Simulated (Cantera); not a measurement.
Charge: 1 mol CH3Cl, 0.1 mol HCl, 0.039 mol Si, at 3.70 Pa.

These are equilibrium values from Cantera (NASA tables, ideal gas, pure condensed phases), not measurements of a reactor. Candidate condensed phases: C, C6H6, C7H8, C8H18, Si, SiC; 109 gas species. Kinetics and transport are ignored. All values below are at 2852 °C.

Base state: H 0.597, Cl 0.212, C 0.176, Si 0.00750, C2 0.00529, C3 0.00209, H2 0.000253, HCl 0.000133 (mole fractions); condensed: gas only.

Problem. What changes in the equilibrium state with this change: HCl from 0.1 to 1.4 mol?

Solution. 
```tsv
species	before	after
H	0.597	0.563
Cl	0.212	0.307
C	0.176	0.121
Si	0.00750	0.00499
SiC2	1.34e-5	4.22e-6
C3	0.00209	0.000680
C2H	1.80e-5	8.06e-6
```
